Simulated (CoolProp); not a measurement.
Carbonyl sulfide at several states: Z from the reference equation and from simpler models built on Tc = 378.8 K, pc = 6369 kPa, ω = 0.098; each cubic takes its own stable root.

Model: reference Helmholtz-energy equation of state, Lemmon 2006, in CoolProp. It is a short technical equation, of lower accuracy than the large ones.

| T (K) | p (kPa) | phase | reference |
|---|---|---|---|
| 231.4 | 49.4 | gas | 0.9879 |
| 342.6 | 1680 | gas | 0.8651 |
| 185.6 | 146 | liquid | 0.004542 |
| 276.8 | 11500 | liquid | 0.2786 |
| 485.9 | 1730 | gas | 0.9582 |

Problem. How far does each simpler model (van der Waals, Redlich-Kwong, Soave-Redlich-Kwong, Peng-Robinson) lie from the reference over these 5 states: mean and median of the absolute difference, and the worst?

Solution. 
- van der Waals: mean 4236.9 %, median 2.9 %, worst +21130.7 % at 185.6 K and 146 kPa
- Redlich-Kwong: mean 2.4 %, median 0.3 %, worst +6.3 % at 276.8 K and 11500 kPa
- Soave-Redlich-Kwong: mean 2.2 %, median 0.2 %, worst +5.5 % at 276.8 K and 11500 kPa
- Peng-Robinson: mean 3.0 %, median 1.2 %, worst -6.5 % at 276.8 K and 11500 kPa

At some of these states van der Waals gives the other phase, because its saturation line lies elsewhere.
